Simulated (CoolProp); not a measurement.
Vapour-liquid equilibrium of carbon dioxide (1) + dimethyl ether (2) at -25.15 °C; x and y are mole fractions of (1).

Values from CoolProp's multi-fluid Helmholtz-energy mixture model, Span 1996 and Wu 2011; pair parameters Bell 2016.

**Question.** Give the bubble pressure and the first vapour's composition at x = 0.2, 0.275, 0.5. Is there an azeotrope?

**Answer.** x = 0.2: 0.3193 MPa, y = 0.737; x = 0.275: 0.4162 MPa, y = 0.814; x = 0.5: 0.7537 MPa, y = 0.926. No azeotrope shows between x = 0.05 and 0.95.

The pair parameters rest on a limited set of measurements; away from them the model extrapolates.
